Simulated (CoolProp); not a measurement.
Saturation properties of octamethyltrisiloxane (MDM) (Tc = 292.2 °C, pc = 1438 kPa, ω = 0.528).

The numbers come from the reference Helmholtz-energy equation of state, Thol 2017 in CoolProp.

| T (°C) | p (kPa) | liquid density (kg/m³) | vapour density (kg/m³) | enthalpy of vaporisation (kJ/kg) | liquid cp (kJ/(kg K)) |
|---|---|---|---|---|---|
| 6.85 | 0.1378 | 833.3 | 0.01401 | 211.5 | 1.744 |
| 11.65 | 0.1977 | 828.6 | 0.01976 | 209.6 | 1.754 |
| 16.35 | 0.2773 | 823.9 | 0.02727 | 207.7 | 1.764 |
| 21.05 | 0.3838 | 819.2 | 0.03715 | 205.9 | 1.774 |
| 25.85 | 0.5278 | 814.4 | 0.05028 | 204.0 | 1.785 |
| 30.55 | 0.7121 | 809.7 | 0.06681 | 202.1 | 1.796 |
| 35.25 | 0.9496 | 804.9 | 0.08778 | 200.3 | 1.807 |
| 39.95 | 1.252 | 800.2 | 0.1141 | 198.5 | 1.818 |
| 44.75 | 1.644 | 795.3 | 0.1476 | 196.6 | 1.829 |
| 49.45 | 2.123 | 790.4 | 0.1880 | 194.7 | 1.841 |
| 54.15 | 2.717 | 785.6 | 0.2373 | 192.9 | 1.853 |

It boils at 152.5 °C under 1 atm.
